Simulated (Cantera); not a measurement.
Input: 1 mol SiH2Cl2, 0.11 mol Cl2, 7.5 mol N2, equilibrated at 1323.15 K and 10.0 mbar.

Equilibrium computed with Cantera from the NASA thermochemical tables; the gas is ideal and each condensed phase is pure. Candidate condensed phases: NH4Cl, Si, Si3N4; 28 gas species. N2 is the only nitrogen source here; it is nearly inert below about 1500 K, so the nitride shown seldom forms there in practice. The tables' values for SiCl3 are old estimates; treat these amounts as uncertain. Equilibrium is a limit: real reactors are often held back by kinetics, nucleation or transport.

Base state: N2 0.783, HCl 0.158, H2 0.0329, SiCl4 0.0171, SiCl2 0.00494, SiCl3 0.00393, SiHCl3 0.000180, Cl 1.16e-5 (mole fractions); condensed: Si3N4(s).

Problem. What changes in the equilibrium state with this change: temperature from 1323.15 K to 873.15 K?

Solution. 
```tsv
species	before	after
N2	0.783	0.790
HCl	0.158	0.139
H2	0.0329	0.0432
SiCl4	0.0171	0.0278
SiCl2	0.00494	1.19e-8
Cl	1.16e-5	<1e-9
Si3N4(s), mol	0.256	0.251
```
